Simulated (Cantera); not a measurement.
A perfectly stirred reactor is fed with 19.6 % CO, 2.75 % H₂, 1.37 % CH₄, 16.0 % O₂, 60.2 % N₂, equivalence ratio 0.87, at 1700000 Pa; it is adiabatic with a 600 K inlet, and is followed from long to short residence time, starting on the burning branch (τ in s: 0.1, 0.043, 0.019, 0.0081, 0.0035, 0.0015, 0.00066, 0.00029, 0.00012, 5.4e-05, 2.3e-05, 1e-05, 4.4e-06).

Detailed kinetics in Cantera: GRI-Mech 3.0 (53 species, 325 reactions). The pressure lies above the range GRI-Mech 3.0 was tuned for (to about 10 atm).

**Question.** Predict: blow-out, bracketed by the residence times tried; x(CO) at τ = 0.100 s; x(H₂) at τ = 0.100 s; x(CH₄) at τ = 0.100 s; x(OH) at τ = 0.100 s; x(CO) at τ = 0.660 ms; x(H₂) at τ = 0.660 ms; x(CH₄) at τ = 0.660 ms; x(OH) at τ = 0.660 ms.

**Answer.** 
- blow-out, bracketed by the residence times tried = burning at 10.0 µs, out at 4.40 µs
- x(CO) at τ = 0.100 s = 0.0129
- x(H₂) at τ = 0.100 s = 0.000556
- x(CH₄) at τ = 0.100 s = 3.00e-8
- x(OH) at τ = 0.100 s = 0.00329
- x(CO) at τ = 0.660 ms = 0.0189
- x(H₂) at τ = 0.660 ms = 0.000783
- x(CH₄) at τ = 0.660 ms = 3.55e-6
- x(OH) at τ = 0.660 ms = 0.00396
